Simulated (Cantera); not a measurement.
A closed system holds: 1 mol MgO, 0.098 mol HCl, 0.011 mol O2, equilibrated at 1148 K and 0.210 bar.

Method: chemical equilibrium by Gibbs-energy minimisation in Cantera with the NASA 1993 tables (ideal gas, pure condensed phases). Candidate condensed phases: H2O, Mg, MgCl2, MgO, Mg(OH)2; 22 gas species. Kinetics and transport are ignored.

Base state: HCl 0.753, H2O 0.0934, Cl2 0.0915, O2 0.0593, Cl 0.00177, MgCl2 0.00106, HOCl 1.78e-5 (mole fractions); condensed: MgO(s).

Question: What changes in the equilibrium state with this change: O2 from 0.011 to 0.13 mol?

Answer: 
```tsv
species	before	after
O2	0.0593	0.555
HCl	0.753	0.310
H2O	0.0934	0.0670
Cl2	0.0915	0.0660
MgCl2	0.00106	0.000249
ClO	8.63e-6	2.24e-5
HOCl	1.78e-5	2.24e-5
Cl	0.00177	0.00150
MgO(s), mol	1.000	1.000
```
